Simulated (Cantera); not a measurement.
**Diamond growth**

A diamond (100) surface in a fixed gas of H2 with x(CH4) = 0.028, x(CH3) = 1.2e-05, at 1123 K, 9700 Pa; coverages are run to steady state.

Detailed kinetics in Cantera: the Harris–Goodwin 1993 mechanism for the reconstructed diamond (100) surface.

```json
[
 {"x(H)": "0.0001", "growth (µm/h)": "0.0478", "θ c6HH": "0.600", "θ c6H*": "0.0244", "θ c6*H": "0.367", "θ c6**": "0.00573", "θ c6HM": "0.00150"},
 {"x(H)": "0.0002", "growth (µm/h)": "0.101", "θ c6HH": "0.553", "θ c6H*": "0.0271", "θ c6*H": "0.407", "θ c6**": "0.00953", "θ c6HM": "0.00170"},
 {"x(H)": "0.0004", "growth (µm/h)": "0.194", "θ c6HH": "0.525", "θ c6H*": "0.0286", "θ c6*H": "0.430", "θ c6**": "0.0134", "θ c6HM": "0.00174"},
 {"x(H)": "0.0008", "growth (µm/h)": "0.332", "θ c6HH": "0.509", "θ c6H*": "0.0294", "θ c6*H": "0.443", "θ c6**": "0.0165", "θ c6HM": "0.00157"},
 {"x(H)": "0.0016", "growth (µm/h)": "0.504", "θ c6HH": "0.501", "θ c6H*": "0.0299", "θ c6*H": "0.449", "θ c6**": "0.0186", "θ c6HM": "0.00123"},
 {"x(H)": "0.0032", "growth (µm/h)": "0.674", "θ c6HH": "0.497", "θ c6H*": "0.0301", "θ c6*H": "0.452", "θ c6**": "0.0199", "θ c6HM": "0.000838"},
 {"x(H)": "0.0064", "growth (µm/h)": "0.809", "θ c6HH": "0.494", "θ c6H*": "0.0303", "θ c6*H": "0.454", "θ c6**": "0.0206", "θ c6HM": "0.000508"},
 {"x(H)": "0.013", "growth (µm/h)": "0.900", "θ c6HH": "0.493", "θ c6H*": "0.0305", "θ c6*H": "0.455", "θ c6**": "0.0209", "θ c6HM": "0.000280"},
 {"x(H)": "0.025", "growth (µm/h)": "0.951", "θ c6HH": "0.493", "θ c6H*": "0.0308", "θ c6*H": "0.455", "θ c6**": "0.0212", "θ c6HM": "0.000154"}
]
```
θ: site fractions in the mechanism's names (c6HH fully hydrogenated, c6H* and c6*H radical sites, c6** diradical, c6HM methylated).
